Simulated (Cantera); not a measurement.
An isothermal, constant-pressure homogeneous reactor starts with C3H8 : H2 : H2O = 1 : 42 : 3.5 (molar parts), at 1325 K and 0.987 atm.

Computed with Cantera and GRI-Mech 3.0 (53 species, 325 reactions). GRI-Mech 3.0 was tuned for natural gas; its chemistry of propane as a main component is partial and can be far from experiment.

x: mole fraction; the columns are a selection and need not sum to one.

| t (s) | x C3H8 | x H2 | x CH4 | x CH3 | x C2H6 |
|---|---|---|---|---|---|
| 5.00e-5 | 0.0193 | 0.901 | 0.00203 | 0.000132 | … |
| 0.000139 | 0.0131 | 0.896 | 0.00801 | 0.000123 | … |
| 0.000387 | 0.00451 | 0.888 | 0.0168 | 5.59e-5 | … |
| 0.00108 | 0.000599 | 0.884 | 0.0212 | 1.60e-5 | … |
| 0.00300 | 4.00e-5 | 0.884 | 0.0223 | 6.66e-6 | 0.000562 |
| 0.00834 | 7.31e-7 | 0.883 | 0.0229 | 5.64e-6 | 0.000544 |
| 0.0232 | 4.28e-7 | 0.883 | 0.0244 | 5.51e-6 | … |
| 0.0646 | 3.27e-7 | 0.881 | 0.0271 | 5.32e-6 | … |
| 0.180 | 2.59e-7 | 0.879 | 0.0322 | 5.29e-6 | … |
| 0.500 | 1.85e-7 | 0.874 | 0.0407 | 5.19e-6 | … |
| 1.39 | 8.56e-8 | 0.868 | 0.0514 | 4.42e-6 | … |
| 3.87 | 1.96e-8 | 0.863 | 0.0601 | 3.10e-6 | … |
| 10.8 | 3.34e-9 | 0.861 | 0.0635 | 2.30e-6 | … |
| 30.0 | 2.41e-9 | 0.861 | 0.0637 | 2.23e-6 | … |

Problem. Some entries are withheld; supply them.

Solution. 
- 5.00e-5, x C2H6: 5.60e-5
- 0.000139, x C2H6: 0.000185
- 0.000387, x C2H6: 0.000367
- 0.00108, x C2H6: 0.000506
- 0.0232, x C2H6: 0.000466
- 0.0646, x C2H6: 0.000366
- 0.180, x C2H6: 0.000289
- 0.500, x C2H6: 0.000208
- 1.39, x C2H6: 0.000111
- 3.87, x C2H6: 3.54e-5
- 10.8, x C2H6: 9.19e-6
- 30.0, x C2H6: 7.31e-6
